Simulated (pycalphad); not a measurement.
Computed with pycalphad from the COST 507 light-alloy database (1999), at 1 atm. These are 1990s assessments: newer ones move some temperatures and phases.

Molar enthalpy of Al-8.544Fe-0.6366Si (wt.%) in equilibrium (SER reference):

| T (K) | H (kJ/mol) | phases |
|---|---|---|
| 1850 | 54.75 | liquid |
| 1770 | 52.16 | liquid |
| 1690 | 49.58 | liquid |
| 1610 | 47.01 | liquid |
| 1530 | 44.44 | liquid |
| 1450 | 41.88 | liquid |
| 1370 | 39.32 | liquid |
| 1290 | 36.77 | liquid |
| 1210 | 34.21 | liquid |
| 1170 | 32.94 | liquid |
| 1130 | 31.63 | liquid + AL13FE4 |
| 1050 | 27.48 | liquid + AL13FE4 |
| 970 | 23.97 | liquid + AL13FE4 |
| 890 | 11.59 | fcc + AL13FE4 + ALFESI_ALPHA |
| 850 | 10.24 | fcc + AL13FE4 + ALFESI_ALPHA |
| 810 | 8.95 | fcc + AL13FE4 + ALFESI_ALPHA |
| 730 | 6.47 | fcc + AL13FE4 + ALFESI_ALPHA |
| 650 | 4.12 | fcc + AL13FE4 + ALFESI_ALPHA |
| 570 | 1.85 | fcc + AL13FE4 + ALFESI_ALPHA |

Cooling from 1170 K to 890 K, across the freezing range, releases 21.3 kJ/mol, or 756 J/g. The slope is 32 J/(mol K) in the liquid and 34 J/(mol K) just below the solidus, where it includes any heat of precipitation. Liquidus 1131 K, solidus 905 K. Changes were sought between steps of 40 K, so a narrower field can be missed.

Database names, with the compositions (at.%) that they take in these runs: AL13FE4: Al 76 Fe 24; ALFESI_ALPHA: Al 74 Fe 19 Si 7.
